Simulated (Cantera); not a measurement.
Feed: 1 mol TiO2, 0.49 mol C, 0.016 mol CO, held at 1398.15 K and 0.000720 bar.

Equilibrium computed with Cantera from the NASA thermochemical tables; the gas is ideal and each condensed phase is pure. Candidate condensed phases: C, Ti, TiC, TiO, TiO2, Ti2O3, Ti3O5, Ti4O7; 15 gas species. Mutual solubility and eutectic melting of coexisting phases are not modelled. Rates play no part.

Base state: CO 1.000, CO2 7.91e-5 (mole fractions); condensed: Ti2O3(s) + Ti3O5(s).

Q: What changes in the equilibrium state with this change: pressure from 0.000720 bar to 0.150 bar?

A: 
```json
[
 {"species": "CO", "before": "1.000", "after": "1.000"},
 {"species": "CO2", "before": "7.91e-5", "after": "0.000262"},
 {"species": "Ti2O3(s), mol", "before": "0.470", "after": "0"},
 {"species": "Ti3O5(s), mol", "before": "0.0199", "after": "0.333"},
 {"species": "C(graphite), mol", "before": "0", "after": "0.157"}
]
```
